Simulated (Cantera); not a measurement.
# Gas activation for diamond growth

An isothermal, constant-pressure homogeneous reactor starts with CH4 : H2 : H = 0.024 : 1 : 0.0077 (molar parts), at 2275 K and 10.00 Torr.

Model: GRI-Mech 3.0 (53 species, 325 reactions), integrated in Cantera. GRI-Mech 3.0 stops at C3 and has no aromatics, soot or wall deposition, so with more carbon than oxygen in the feed, carbon stays in small species such as C2H2 where larger ones or solid carbon would form. Radical loss at walls, strong at low pressure, is not modelled.

| t (s) | x CH4 | x H2 | x H | x C2H4 | x CH2 | x C2H6 | x C2H |
|---|---|---|---|---|---|---|---|
| 2.00e-6 | 0.0229 | 0.970 | 0.00710 | 7.70e-10 | 1.51e-7 | 2.27e-10 | <1e-12 |
| 1.07e-5 | 0.0219 | 0.971 | 0.00615 | 2.06e-7 | 2.71e-6 | 4.64e-8 | <1e-12 |
| 5.69e-5 | 0.0210 | 0.971 | 0.00554 | 1.04e-5 | 1.38e-5 | 7.60e-7 | 3.04e-10 |
| 0.000304 | 0.0204 | 0.970 | 0.00656 | 5.50e-5 | 2.09e-5 | 1.00e-6 | 1.81e-8 |
| 0.00162 | 0.0169 | 0.967 | 0.0112 | 0.000100 | 4.64e-5 | 1.39e-6 | 5.53e-7 |
| 0.00864 | 0.00510 | 0.966 | 0.0195 | 2.48e-5 | 4.81e-5 | 2.31e-7 | 6.65e-6 |
| 0.0461 | 0.000371 | 0.959 | 0.0290 | 9.55e-7 | 9.26e-6 | 1.75e-9 | 1.40e-5 |
| 0.246 | 2.30e-5 | 0.945 | 0.0437 | 4.28e-7 | 1.38e-6 | 9.35e-12 | 2.17e-5 |
| 1.31 | 4.95e-6 | 0.922 | 0.0674 | 2.50e-7 | 7.40e-7 | <1e-12 | 3.40e-5 |
| 7.00 | 4.42e-6 | 0.918 | 0.0710 | 2.34e-7 | 7.39e-7 | <1e-12 | 3.58e-5 |
x: mole fraction; the columns are a selection and need not sum to one.

Equilibrium at this temperature and pressure: CH4 4.46e-6, H2 0.918, H 0.0710, C2H4 2.34e-7, CH2 7.45e-7, C2H6 <1e-12, C2H 3.58e-5 (gas phase only).
